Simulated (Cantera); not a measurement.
A perfectly stirred reactor is fed with H₂ : O₂ : N₂ : H₂O = 1 : 0.893 : 3.36 : 0.32 (molar parts), at 11300 Torr; it is adiabatic with a 650 K inlet, and is followed from long to short residence time, starting on the burning branch (τ in s: 0.026, 0.012, 0.0055, 0.0025, 0.0011, 0.00053, 0.00024, 0.00011, 5e-05, 2.3e-05, 1.1e-05, 4.8e-06).

Detailed kinetics in Cantera: GRI-Mech 3.0 (53 species, 325 reactions). The hydrogen kinetics of GRI-Mech 3.0 are dated; newer H2 mechanisms differ, most at raised pressure. The pressure lies above the range GRI-Mech 3.0 was tuned for (to about 10 atm).

Question: What does this change do: H2O 0.32 to 0.2 parts?

Answer: 
| quantity | before | after |
|---|---|---|
| blow-out, bracketed by the residence times tried | burning at 4.80 µs, the shortest tried | burning at 4.80 µs, the shortest tried |
| x(H₂) at τ = 26.0 ms | 7.08e-5 | 7.88e-5 |
| x(O₂) at τ = 26.0 ms | 0.0771 | 0.0789 |
| x(H₂O) at τ = 26.0 ms | 0.259 | 0.241 |
| x(O) at τ = 26.0 ms | 3.80e-5 | 4.97e-5 |
| x(H) at τ = 26.0 ms | 2.87e-6 | 3.80e-6 |
| x(H₂) at τ = 0.240 ms | 0.00103 | 0.000975 |
| x(O₂) at τ = 0.240 ms | 0.0772 | 0.0789 |
| x(H₂O) at τ = 0.240 ms | 0.258 | 0.240 |
| x(O) at τ = 0.240 ms | 0.000206 | 0.000245 |
| x(H) at τ = 0.240 ms | 6.19e-5 | 6.72e-5 |

Question: What does this change do: inlet temperature 650 to 375 K?

Answer: 
| quantity | before | after |
|---|---|---|
| blow-out, bracketed by the residence times tried | burning at 4.80 µs, the shortest tried | burning at 50.0 µs, out at 23.0 µs |
| x(H₂) at τ = 26.0 ms | 7.08e-5 | 5.73e-5 |
| x(O₂) at τ = 26.0 ms | 0.0771 | 0.0774 |
| x(H₂O) at τ = 26.0 ms | 0.259 | 0.260 |
| x(O) at τ = 26.0 ms | 3.80e-5 | 8.23e-6 |
| x(H) at τ = 26.0 ms | 2.87e-6 | 6.88e-7 |
| x(H₂) at τ = 0.240 ms | 0.00103 | 0.00200 |
| x(O₂) at τ = 0.240 ms | 0.0772 | 0.0780 |
| x(H₂O) at τ = 0.240 ms | 0.258 | 0.257 |
| x(O) at τ = 0.240 ms | 0.000206 | 9.31e-5 |
| x(H) at τ = 0.240 ms | 6.19e-5 | 4.65e-5 |

Question: What does this change do: pressure from 11300 Torr to 203 Torr?

Answer: 
```tsv
quantity	before	after
blow-out, bracketed by the residence times tried	burning at 4.80 µs, the shortest tried	burning at 0.110 ms, out at 50.0 µs
x(H₂) at τ = 26.0 ms	7.08e-5	0.00308
x(O₂) at τ = 26.0 ms	0.0771	0.0760
x(H₂O) at τ = 26.0 ms	0.259	0.252
x(O) at τ = 26.0 ms	3.80e-5	0.00205
x(H) at τ = 26.0 ms	2.87e-6	0.00110
x(H₂) at τ = 0.240 ms	0.00103	0.0239
x(O₂) at τ = 0.240 ms	0.0772	0.0856
x(H₂O) at τ = 0.240 ms	0.258	0.206
x(O) at τ = 0.240 ms	0.000206	0.0125
x(H) at τ = 0.240 ms	6.19e-5	0.0309
```
